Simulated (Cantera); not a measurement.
An isothermal, constant-pressure homogeneous reactor starts with CH₄ : N₂ = 1 : 6.2 (molar parts), at 1098 K and 120 Pa. Integrator tolerance rtol = 1e-08.

Detailed kinetics in Cantera: GRI-Mech 3.0 (53 species, 325 reactions). GRI-Mech 3.0 stops at C3 and has no aromatics, soot or wall deposition, so with more carbon than oxygen in the feed, carbon stays in small species such as C2H2 where larger ones or solid carbon would form. Radical loss at walls, strong at low pressure, is not modelled.

Problem. What does this change do: temperature 1098 to 1673 K?

Solution. 
```
quantity                                            before                                    after
-----------------  ---------------------------------------  ---------------------------------------
x(CH₄) at 3.00 s     0.139 (gas-phase equilibrium 0.00521)   0.0478 (gas-phase equilibrium 2.30e-6)
x(C₂H₄) at 3.00 s  <1e-12 (gas-phase equilibrium 0.000494)  0.00129 (gas-phase equilibrium 3.12e-7)
x(C₂H₆) at 3.00 s   <1e-12 (gas-phase equilibrium 6.00e-8)   4.32e-6 (gas-phase equilibrium <1e-12)
x(CH₃) at 3.00 s   4.57e-9 (gas-phase equilibrium 1.63e-7)  0.00126 (gas-phase equilibrium 3.61e-7)
x(H₂) at 3.00 s      2.28e-9 (gas-phase equilibrium 0.176)      0.118 (gas-phase equilibrium 0.182)
```
